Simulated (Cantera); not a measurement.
Cantera run, input and output.

```python
import numpy as np
import cantera as ct

gas = ct.Solution("gri30.yaml", transport_model="multicomponent")
show = ['H', 'N2', 'CH3']

rows = []
print(f"{'T/K':>7s}{'rho':>11s}{'cp':>10s}{'mu':>11s}{'lambda':>11s}{'Pr':>7s}" + "".join(f"{'D_' + s:>11s}" for s in show))
for T in [400, 550, 700, 850, 1000, 1150, 1300, 1450, 1600]:
    gas.TPX = T, 2666, {'NO': 0.83}
    Pr = gas.cp_mass * gas.viscosity / gas.thermal_conductivity
    D = [gas.mix_diff_coeffs_mole[gas.species_index(s)] for s in show]
    rows.append([gas.density, gas.cp_mass, gas.viscosity, gas.thermal_conductivity, Pr, *D])
    print(f"{T:7g}{gas.density:11.4e}{gas.cp_mass:10.1f}{gas.viscosity:11.4e}"
          f"{gas.thermal_conductivity:11.4e}{Pr:7.3f}" + "".join(f"{d:11.4e}" for d in D))
print("SI units: kg/m3, J/kg/K, Pa s, W/m/K, m2/s")
```

Result:

```
    T/K        rho        cp         mu     lambda     Pr        D_H       D_N2      D_CH3
    400 2.4053e-02     998.6 2.3120e-05 3.2481e-02  0.711 7.7194e-03 1.2875e-03 1.4079e-03
    550 1.7493e-02    1028.1 2.8863e-05 4.1877e-02  0.709 1.3396e-02 2.2194e-03 2.4428e-03
    700 1.3745e-02    1067.4 3.3953e-05 5.1198e-02  0.708 2.0197e-02 3.3345e-03 3.6828e-03
    850 1.1319e-02    1103.5 3.8609e-05 6.0213e-02  0.708 2.8024e-02 4.6172e-03 5.1098e-03
   1000 9.6213e-03    1132.7 4.2948e-05 6.8778e-02  0.707 3.6806e-02 6.0563e-03 6.7108e-03
   1150 8.3664e-03    1153.1 4.7043e-05 7.6724e-02  0.707 4.6488e-02 7.6430e-03 8.4761e-03
   1300 7.4010e-03    1170.7 5.0942e-05 8.4378e-02  0.707 5.7028e-02 9.3703e-03 1.0398e-02
   1450 6.6354e-03    1185.8 5.4678e-05 9.1760e-02  0.707 6.8389e-02 1.1232e-02 1.2469e-02
   1600 6.0133e-03    1198.6 5.8275e-05 9.8884e-02  0.706 8.0541e-02 1.3225e-02 1.4684e-02
SI units: kg/m3, J/kg/K, Pa s, W/m/K, m2/s
```

Computed with Cantera and GRI-Mech 3.0 (53 species, 325 reactions). The composition is frozen, though it would react at the higher temperatures.
